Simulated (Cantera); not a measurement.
An isothermal, constant-pressure homogeneous reactor starts with NH₃ : H₂ = 1 : 1.3 (molar parts), at 1848 K and 750 Torr. Integrator tolerance rtol = 1e-08.

Cantera simulation using the gas-phase N/H chemistry of the illustrative SiF4/NH3 mechanism in the Surface Chemkin manual (1991); the numbers are that mechanism's predictions, not measurements. Walls and surfaces, which speed up NH3 decomposition in real reactors, are not modelled.

What does this change do: temperature 1848 to 1525 K?


```
quantity                                             before                                    after
----------------  -----------------------------------------  ---------------------------------------
x(NH₃) at 200 s     7.81e-5 (gas-phase equilibrium 7.99e-6)   0.0994 (gas-phase equilibrium 1.73e-5)
x(H₂) at 200 s          0.848 (gas-phase equilibrium 0.848)      0.784 (gas-phase equilibrium 0.848)
x(N₂H₂) at 200 s      <1e-12 (gas-phase equilibrium <1e-12)   2.91e-9 (gas-phase equilibrium <1e-12)
x(NH₂) at 200 s     1.24e-7 (gas-phase equilibrium 1.27e-8)  5.71e-6 (gas-phase equilibrium 1.00e-9)
x(H) at 200 s     0.000491 (gas-phase equilibrium 0.000491)  2.00e-5 (gas-phase equilibrium 2.19e-5)
x(N) at 200 s     3.18e-10 (gas-phase equilibrium 3.26e-11)  2.43e-10 (gas-phase equilibrium <1e-12)
```
